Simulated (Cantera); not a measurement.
Cantera run, input and output.

```python
import numpy as np
import cantera as ct

gas = ct.Solution("h2o2.yaml")
gas.TPX = 575, 360000, {'H2': 1, 'O2': 0.357, 'N2': 1.04}
flame = ct.FreeFlame(gas, width=0.016)
flame.set_refine_criteria(ratio=3, slope=0.08, curve=0.16)
flame.transport_model = "mixture-averaged"
flame.solve(loglevel=0, auto=True)
z, T = flame.grid, flame.T
thick = (T[-1] - T[0]) / np.gradient(T, z).max()
show = ['H2', 'O2', 'O', 'H2O', 'HO2', 'OH']
print(f"laminar burning velocity  {flame.velocity[0] * 100:.3f} cm/s")
print(f"burnt temperature         {T[-1]:.1f} K")
print(f"thermal thickness         {thick * 1e3:.4f} mm")
print(f"grid points               {len(z)}")
z0 = z[flame.heat_release_rate.argmax()]
print(f"{'z/mm':>9s}{'T/K':>9s}{'u/(m/s)':>9s}" + "".join(f"{s:>11s}" for s in show))
rows = []
for k in (-3, -2, -1.5, -1, -0.5, -0.25, 0, 0.25, 0.5, 1, 2, 4, 8):
    zz = z0 + k * thick
    rows.append([k * thick, np.interp(zz, z, T), np.interp(zz, z, flame.velocity),
                 *(np.interp(zz, z, flame.X[gas.species_index(s)]) for s in show)])
    print(f"{rows[-1][0] * 1e3:9.3f}{rows[-1][1]:9.1f}{rows[-1][2]:9.3f}" + "".join(f"{x:11.3e}" for x in rows[-1][3:]))
```

Output:

```
laminar burning velocity  1051.880 cm/s
burnt temperature         2673.5 K
thermal thickness         0.0810 mm
grid points               113
     z/mm      T/K  u/(m/s)         H2         O2          O        H2O        HO2         OH
   -0.243    575.0   10.519  4.172e-01  1.489e-01  1.877e-14  2.599e-12  1.301e-12  5.590e-16
   -0.162    575.0   10.519  4.172e-01  1.489e-01  1.140e-12  1.137e-10  6.797e-11  3.397e-14
   -0.122    575.0   10.519  4.172e-01  1.489e-01  7.104e-11  4.823e-09  3.875e-09  2.123e-12
   -0.081    575.1   10.519  4.171e-01  1.490e-01  6.738e-09  4.242e-07  4.896e-07  3.067e-10
   -0.041    595.5   10.818  4.123e-01  1.496e-01  6.554e-06  5.588e-04  3.562e-04  3.617e-05
   -0.020    865.7   15.229  3.738e-01  1.442e-01  3.872e-04  2.261e-02  6.583e-04  1.358e-03
    0.000   1373.6   23.273  2.679e-01  1.036e-01  4.471e-03  1.147e-01  2.799e-04  4.455e-03
    0.020   1734.5   28.971  1.671e-01  4.215e-02  8.159e-03  2.276e-01  1.051e-04  1.105e-02
    0.041   1911.8   31.681  1.324e-01  1.674e-02  8.023e-03  2.739e-01  3.925e-05  1.520e-02
    0.081   2084.6   34.181  1.257e-01  7.422e-03  6.631e-03  2.940e-01  1.611e-05  1.761e-02
    0.162   2254.0   36.516  1.290e-01  4.753e-03  4.603e-03  3.054e-01  9.286e-06  1.747e-02
    0.324   2406.9   38.538  1.317e-01  2.865e-03  2.745e-03  3.169e-01  5.173e-06  1.547e-02
    0.648   2528.4   40.092  1.333e-01  1.521e-03  1.437e-03  3.273e-01  2.599e-06  1.236e-02
```

Detailed kinetics in Cantera: the H2/O2 subset of GRI-Mech 3.0, which has no nitrogen chemistry. The hydrogen kinetics of GRI-Mech 3.0 are dated; newer H2 mechanisms differ, most at raised pressure. Burning velocities carry a grid error of a few per cent, more on coarse grids.
